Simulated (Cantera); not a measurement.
Charge: 1 mol SiH2Cl2, 1.3 mol NH3, 23 mol H2, equilibrated at 1798 K and 100000 Pa.

These are equilibrium values from Cantera (NASA tables, ideal gas, pure condensed phases), not measurements of a reactor. Candidate condensed phases: NH4Cl, Si, Si3N4; 28 gas species. Mutual solubility and eutectic melting of coexisting phases are not modelled. The tables' values for SiCl3, SiCl are old estimates; treat these amounts as uncertain. Gases not in the tables: Si2H6 and higher silanes. The numbers say what is thermodynamically allowed, not how fast it happens.

Base state: H2 0.928, HCl 0.0534, SiCl2 0.00953, N2 0.00852, H 0.000339, SiCl3 0.000269, SiHCl3 5.33e-5, SiH2Cl2 4.19e-5 (mole fractions); condensed: Si(l) + Si3N4(s).

Problem. What changes in the equilibrium state with this change: temperature from 1798 K to 900 K?

Solution. 
```tsv
species	before	after
H2	0.928	0.930
HCl	0.0534	0.0673
SiCl4	1.23e-5	0.00169
SiCl2	0.00953	2.31e-9
N2	0.00852	0.000540
H	0.000339	<1e-9
SiH2	2.74e-5	<1e-9
SiCl	1.50e-5	<1e-9
Cl	1.49e-5	<1e-9
Si(l), mol	0.102	0
Si3N4(s), mol	0.209	0.318
```
